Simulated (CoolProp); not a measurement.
Vapour-liquid equilibrium of propane (1) + dimethyl ether (2) at 0.112 MPa; x and y are mole fractions of (1).

Computed with CoolProp (multi-fluid Helmholtz-energy mixture model, Lemmon 2009 and Wu 2011; pair parameters Bell 2016).

| x | bubble temperature (K) | y at the bubble point | dew temperature at overall composition x (K) | liquid density (mol/L) |
|---|---|---|---|---|
| 0.05 | 247.7 | 0.161 | 249.8 | 15.77 |
| 0.125 | 244.2 | 0.328 | 248.4 | 15.56 |
| 0.2 | 241.7 | 0.441 | 246.9 | 15.34 |
| 0.275 | 239.8 | 0.522 | 245.3 | 15.11 |
| 0.35 | 238.4 | 0.585 | 243.7 | 14.88 |
| 0.425 | 237.2 | 0.636 | 242.0 | 14.65 |
| 0.5 | 236.3 | 0.681 | 240.3 | 14.43 |
| 0.575 | 235.5 | 0.722 | 238.6 | 14.21 |
| 0.65 | 234.9 | 0.761 | 236.9 | 14.00 |
| 0.725 | 234.4 | 0.802 | 235.5 | 13.79 |
| 0.8 | 233.9 | 0.846 | 234.4 | 13.60 |
| 0.875 | 233.6 | 0.896 | 233.7 | 13.41 |
| 0.95 | 233.4 | 0.954 | 233.4 | 13.23 |

No azeotrope shows between x = 0.05 and 0.95.

Pair parameters are fitted to limited data, so mixtures are less certain than the pure fluids.
